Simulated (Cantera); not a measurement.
Input (Python, Cantera):

```python
import numpy as np
import cantera as ct

gas = ct.Solution("gri30.yaml")
gas.TPX = 1025, 230, {'H2': 0.45, 'O2': 1}
inlet = ct.Reservoir(gas, clone=True)

reactor = ct.IdealGasConstPressureReactor(gas, energy="off", clone=False)
exhaust = ct.Reservoir(gas, clone=True)
tau = [1.4, 0.75, 0.39, 0.2, 0.11, 0.056, 0.03, 0.015, 0.0081, 0.0043][0]
for a, b in ((inlet, reactor), (reactor, exhaust)):
    ct.MassFlowController(a, b, mdot=lambda t: reactor.mass / tau)
net = ct.ReactorNet([reactor])
show = ['H2', 'O2', 'O', 'OH', 'H2O2']

rows = []
print(f"{'tau/s':>10s}{'T/K':>9s}" + "".join(f"{s:>11s}" for s in show))
for tau in [1.4, 0.75, 0.39, 0.2, 0.11, 0.056, 0.03, 0.015, 0.0081, 0.0043]:
    net.initial_time = 0.0
    net.advance(30 * tau)
    before = gas.X
    net.advance(40 * tau)
    drift = np.max(np.abs(gas.X - before) / (gas.X + 1e-9))
    rows.append([gas.T, *gas[show].X, drift])
    print(f"{tau:10.3e}{gas.T:9.1f}" + "".join(f"{x:11.3e}" for x in gas[show].X))
```

Output:

```
     tau/s      T/K         H2         O2          O         OH       H2O2
 1.400e+00   1025.0  4.996e-03  6.210e-01  1.082e-02  3.095e-03  1.194e-07
 7.500e-01   1025.0  7.203e-03  6.152e-01  1.572e-02  3.747e-03  1.074e-07
 3.900e-01   1025.0  1.033e-02  6.064e-01  2.264e-02  4.494e-03  9.311e-08
 2.000e-01   1025.0  1.440e-02  5.948e-01  3.121e-02  5.253e-03  7.872e-08
 1.100e-01   1025.0  1.878e-02  5.838e-01  3.881e-02  5.861e-03  6.836e-08
 5.600e-02   1025.0  2.501e-02  5.743e-01  4.483e-02  6.458e-03  6.187e-08
 3.000e-02   1025.0  3.339e-02  5.708e-01  4.648e-02  6.985e-03  6.142e-08
 1.500e-02   1025.0  4.866e-02  5.739e-01  4.403e-02  7.567e-03  6.608e-08
 8.100e-03   1025.0  7.137e-02  5.830e-01  3.897e-02  7.953e-03  7.243e-08
 4.300e-03   1025.0  1.092e-01  5.996e-01  3.163e-02  7.880e-03  7.610e-08
```

Computed with Cantera and GRI-Mech 3.0 (53 species, 325 reactions). Radical loss at walls, strong at low pressure, is not modelled. The temperature is held fixed by assumption; the heat of reaction is taken as removed at once.
